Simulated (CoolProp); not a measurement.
Vapour-liquid equilibrium of CHF3 (R23) (1) + R22 (2) at 378 kPa; x and y are mole fractions of (1).

The numbers come from the multi-fluid Helmholtz-energy mixture model, Penoncello 2003 and Kamei 1995; pair parameters Bell 2016 in CoolProp.

```csv
x,bubble temperature (°C),y at the bubble point,dew temperature at overall composition x (°C),liquid density (mol/L)
0.05,-14.5,0.225,-9.5,15.44
0.125,-22.3,0.455,-11.6,15.85
0.2,-28.5,0.603,-13.7,16.21
0.275,-33.5,0.702,-16.1,16.54
0.35,-37.5,0.771,-18.5,16.84
0.425,-40.8,0.821,-21.2,17.12
0.5,-43.5,0.859,-24.1,17.39
0.575,-45.9,0.889,-27.2,17.65
0.65,-48.0,0.913,-30.8,17.90
0.725,-49.8,0.935,-34.7,18.16
0.8,-51.5,0.954,-39.4,18.41
0.875,-53.1,0.971,-44.8,18.68
0.95,-54.6,0.989,-51.2,18.95
```

No azeotrope shows between x = 0.05 and 0.95.

The pair parameters rest on a limited set of measurements; away from them the model extrapolates.
